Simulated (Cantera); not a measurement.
Feed: 1 mol PbO, 1.6 mol CO, 13 mol H2, held at 773 K and 0.330 Torr.

Cantera equilibrium calculation (NASA polynomials, part measured and part estimated; ideal gas, pure solids and liquids). Candidate condensed phases: C, C6H6, C7H8, C8H18, H2O, Pb, PbO, PbO2, Pb3O4; 113 gas species. Kinetics and transport are ignored.

Base state: H2 0.845, CO 0.0861, H2O 0.0450, CO2 0.0235, Pb 5.25e-5, CH4 2.26e-5 (mole fractions); condensed: Pb(l).

Task: What changes in the equilibrium state with this change: pressure from 0.330 Torr to 10.0 Torr?

Result: 
| species | before | after |
|---|---|---|
| H2 | 0.845 | 0.830 |
| CO | 0.0861 | 0.0734 |
| H2O | 0.0450 | 0.0574 |
| CH4 | 2.26e-5 | 0.0131 |
| CO2 | 0.0235 | 0.0260 |
| Pb | 5.25e-5 | 1.73e-6 |
| Pb(l), mol | 0.999 | 1.000 |

Task: What changes in the equilibrium state with this change: H2 from 13 to 47 mol?

Result: 
| species | before | after |
|---|---|---|
| H2 | 0.845 | 0.949 |
| CO | 0.0861 | 0.0300 |
| H2O | 0.0450 | 0.0177 |
| CO2 | 0.0235 | 0.00287 |
| Pb | 5.25e-5 | 5.25e-5 |
| CH4 | 2.26e-5 | 2.83e-5 |
| Pb(l), mol | 0.999 | 0.997 |
